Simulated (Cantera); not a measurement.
Input: 1 mol Si₃N₄, 0.045 mol N₂O, 70 mol N₂, equilibrated at 1.33 mbar.

Equilibrium computed with Cantera from the NASA thermochemical tables; the gas is ideal and each condensed phase is pure. Candidate condensed phases: Si, SiO₂, Si₂N₂O, Si₃N₄; 16 gas species. Equilibrium is a limit: real reactors are often held back by kinetics, nucleation or transport.

Over these rows the condensed part is Si₃N₄(s). Partial pressures as log10 of bar:

| T (K) | 1000/T (1/K) | log p Si | log p N₂ |
|---|---|---|---|
| 1550 | 0.6452 | -8.17 | -2.88 |
| 1575 | 0.6349 | -7.80 | -2.88 |
| 1600 | 0.6250 | -7.44 | -2.88 |
| 1625 | 0.6154 | ? | -2.88 |
| 1650 | 0.6061 | -6.76 | -2.88 |
| 1675 | 0.5970 | -6.44 | -2.88 |

Fit log p(Si) = a + b·(1000/T) to the five rows, give the apparent enthalpy, and predict the row at 1625 K.

Means: 1000/T = 0.6216, log p = -7.322. Sxy = -0.057180, Sxx = 0.0015908, so b = -35.94 and a = -7.322 − (-35.94)×0.6216 = 15.02.
Apparent enthalpy: −19.145 × (-35.94) = 688 kJ/mol. With the condensed phases at unit activity, 1/3 Si₃N₄(s) = Si(g) + 2/3 N₂(g) links this pressure to the main gases: over the six rows their terms move log p by +0.00 in all, so the slope is close to that reaction's ΔH°. The five rows lie within 0.01 of the line.
Prediction at 1625 K: 15.02 + (-35.94)×0.6154 = -7.10. The computed value is -7.10, 0.00 from the line.
